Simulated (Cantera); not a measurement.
# Adiabatic ignition

An adiabatic, constant-volume homogeneous reactor starts with 37.0 % CO, 1.74 % H2, 12.9 % O2, 48.4 % N2, at 1273 K and 220000 Pa.

Detailed kinetics in Cantera: GRI-Mech 3.0 (53 species, 325 reactions). The hydrogen kinetics of GRI-Mech 3.0 are dated; newer H2 mechanisms differ, most at raised pressure.

| t (s) | T (K) | P (bar) | x CO | x H2 | x O2 | x H | x H2O2 | x NO |
|---|---|---|---|---|---|---|---|---|
| 2.00e-6 | 1273 | 2.20 | 0.370 | 0.0174 | 0.129 | 1.26e-8 | 1.43e-12 | <1e-12 |
| 9.28e-6 | 1273 | 2.20 | 0.370 | 0.0174 | 0.129 | 4.01e-7 | 1.82e-10 | <1e-12 |
| 4.31e-5 | 1546 | 2.64 | 0.334 | 0.00231 | 0.0966 | 0.00857 | 1.05e-6 | 1.87e-6 |
| 0.000200 | 2989 | 4.68 | 0.203 | 0.00166 | 0.0233 | 0.00295 | 6.96e-8 | 0.00559 |
| 0.000928 | 2978 | 4.66 | 0.203 | 0.00170 | 0.0207 | 0.00284 | 6.57e-8 | 0.0119 |
| 0.00431 | 2978 | 4.66 | 0.203 | 0.00170 | 0.0207 | 0.00284 | 6.57e-8 | 0.0120 |
| 0.0200 | 2978 | 4.66 | 0.203 | 0.00170 | 0.0207 | 0.00284 | 6.57e-8 | 0.0120 |
| 0.0928 | 2978 | 4.66 | 0.203 | 0.00170 | 0.0207 | 0.00284 | 6.57e-8 | 0.0120 |
| 0.431 | 2978 | 4.66 | 0.203 | 0.00170 | 0.0207 | 0.00284 | 6.57e-8 | 0.0120 |
| 2.00 | 2978 | 4.66 | 0.203 | 0.00170 | 0.0207 | 0.00284 | 6.57e-8 | 0.0120 |
x: mole fraction; the columns are a selection and need not sum to one.

```json
{
  "time_of_steepest_temperature_rise": "49.7 µs",
  "temperature at 2.00 s": "2978 K",
  "equilibrium_temperature": "2978 K",
  "x(CO) at 2.00 s": "0.203 (gas-phase equilibrium 0.203)",
  "x(H2) at 2.00 s": "0.00170 (gas-phase equilibrium 0.00170)",
  "x(O2) at 2.00 s": "0.0207 (gas-phase equilibrium 0.0207)"
}
```
